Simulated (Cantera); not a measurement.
Input: 1 mol SiCl4, 1.5 mol Cl2, 3.9 mol H2, held at 1.00 bar.

Equilibrium computed with Cantera from the NASA thermochemical tables; the gas is ideal and each condensed phase is pure. Candidate condensed phases: Si; 19 gas species. The numbers say what is thermodynamically allowed, not how fast it happens. All values below are at 427 °C.

Base state: HCl 0.469, H2 0.375, SiCl4 0.156, SiHCl3 2.55e-5 (mole fractions); condensed: gas only.

What changes in the equilibrium state with this change: SiCl4 replaced by Si?


```
species      before     after
----------  -------  --------
H2            0.375     0.818
SiCl4         0.156     0.114
SiHCl3      2.55e-5    0.0657
HCl           0.469  0.000289
SiH2Cl2       <1e-9   0.00250
SiH3Cl        <1e-9   2.05e-5
Si(s), mol        0     0.169
```
